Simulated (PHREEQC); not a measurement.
Consider water at 25 °C with 36 mmol/kgw ZnSO4 and 21 mmol/kgw HCl. Closed to the air; pH follows from the charge balance.

Equilibrium calculation in PHREEQC: ion-association model, phreeqc.dat.

Each row changes one thing in this solution. Precipitation was switched off in this run.

| case | pH | ionic strength (mol/kgw) |
|---|---|---|
| as made | 1.96 | 0.0995 |
| diluted 2-fold with water | [?] | [?] |
| ZnSO4 left out | 1.73 | 0.0210 |
| ZnSO4 from 0.036 to 0.36 mol/kgw | 2.24 | 0.698 |
| HCl replaced by CaCl2 at the same molality | 5.51 | 0.136 |
| temperature from 25 to 15 °C | [?] | 0.101 |
| diluted 10-fold with water | 2.79 | [?] |
| 0.0098 mol/kgw Ca(OH)2 added | 3.16 | [?] |

### Question
What belongs in the gaps?

### Answer

- diluted 2-fold with water, pH: 2.20
- diluted 2-fold with water, ionic strength (mol/kgw): 0.0537
- temperature from 25 to 15 °C, pH: 1.93
- diluted 10-fold with water, ionic strength (mol/kgw): 0.0130
- 0.0098 mol/kgw Ca(OH)2 added, ionic strength (mol/kgw): 0.107

Species that the database lacks are ignored. Some of these states are supersaturated (in Gypsum, for instance).
